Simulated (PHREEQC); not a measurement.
A solution holds 0.13 mmol/kgw NaCl and 0.54 mmol/kgw FeSO4, at 20 °C. Closed to the air; pH follows from the charge balance.

Model: ion-association model, phreeqc.dat, run in PHREEQC.

The ionic strength comes out as 0.00218 mol/kgw. What activity coefficients do SO4-2, Fe+2, Na+, Cl- get?

SO4-2 0.82, Fe+2 0.82, Na+ 0.95, Cl- 0.95.

No solid was allowed to form.
